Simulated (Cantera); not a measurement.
Charge: 1 mol Ta(OEt)5, 11 mol H2O, held at 0.133 bar.

These are equilibrium values from Cantera (NASA tables, ideal gas, pure condensed phases), not measurements of a reactor. Candidate condensed phases: C, C6H6, C7H8, C8H18, H2O, Ta, TaC, Ta2O5; 113 gas species. The feed counts by its element totals alone. The numbers say what is thermodynamically allowed, not how fast it happens.

Question: Which condensed phases are stable at each of these points (T (K)): 1350, 1450, 1550, 1650, 1750, 1850, 1950, 2050, 2150?

Answer: 
| T (K) | condensed phases | Ta condensed (%) |
|---|---|---|
| 1350 | Ta2O5(s) | 100.0 |
| 1450 | Ta2O5(s) | 100.0 |
| 1550 | Ta2O5(s) | 100.0 |
| 1650 | Ta2O5(s) | 100.0 |
| 1750 | Ta2O5(s) | 100.0 |
| 1850 | Ta2O5(s) | 100.0 |
| 1950 | Ta2O5(s) | 100.0 |
| 2050 | Ta2O5(s) | 100.0 |
| 2150 | Ta2O5(l) | 100.0 |

From 1350 K to 2050 K the condensed part is Ta2O5(s). At 2150 K the condensed part is Ta2O5(l).
